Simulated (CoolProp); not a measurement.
Values from CoolProp's reference Helmholtz-energy equation of state, Lemmon 2022.

**Question.** Give the vapour pressure (MPa), enthalpy of vaporisation (kJ/kg), liquid cp (kJ/(kg K)), vapour Z of saturated R1234yf at 257.4, 310.8 K.

**Answer.** 
```csv
T (K),p (MPa),enthalpy of vaporisation (kJ/kg),liquid cp (kJ/(kg K)),vapour Z
257.4,0.178,173,1.25,0.932
310.8,0.959,135,1.46,0.783
```
